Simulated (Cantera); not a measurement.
Input: 1 mol TEOS, 5.1 mol N2O, 140 mol N2, equilibrated at 0.100 bar.

Cantera equilibrium calculation (NASA polynomials, part measured and part estimated; ideal gas, pure solids and liquids). Candidate condensed phases: C, C6H6, C7H8, C8H18, H2O, Si, SiC, SiO2, Si2N2O, Si3N4; 151 gas species. The feed counts by its element totals alone. Mutual solubility and eutectic melting of coexisting phases are not modelled. The tables hold silica as quartz up to 1696 K and as liquid above; real silica turns to tridymite and cristobalite and melts near 1996 K. Rates play no part. All values below are at 1625 K.

Base state: N2 0.888, H2 0.0613, CO 0.0491, SiO 0.00109, H 5.52e-5, H2O 2.69e-5 (mole fractions); condensed: SiO2(β-quartz) + Si2N2O(s).

### Question
What changes in the equilibrium state with this change: N2O from 5.1 to 0.68 mol?

### Answer
```
species               before     after
-------------------  -------  --------
N2                     0.888     0.908
H2                    0.0613    0.0644
CO                    0.0491    0.0270
SiO                  0.00109   7.33e-5
H2O                  2.69e-5   1.30e-7
HNC                  1.14e-7   1.41e-5
HCN                  4.65e-6  0.000577
SiO2(β-quartz), mol    0.338         0
Si2N2O(s), mol         0.242     0.494
C(graphite), mol           0      3.73
```
